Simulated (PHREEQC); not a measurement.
Make-up at 25 °C: 0.38 mol/kgw NiSO4, 0.00033 mol/kgw CaCl2 and 0.36 mol/kgw H2SO4. Closed to the air; pH follows from the charge balance.

Computed with PHREEQC (ion-association model, wateq4f.dat).

Precipitation was switched off in this run.

Q: Predict the pH.

A: pH 0.71.

Q: In which forms is S present?

A: HSO4- 62 %, NiSO4 24 %, SO4-2 13 % of the S.

Ionic strength above about 0.7 mol/kgw puts this run outside the model's range. Species that the database lacks are ignored.
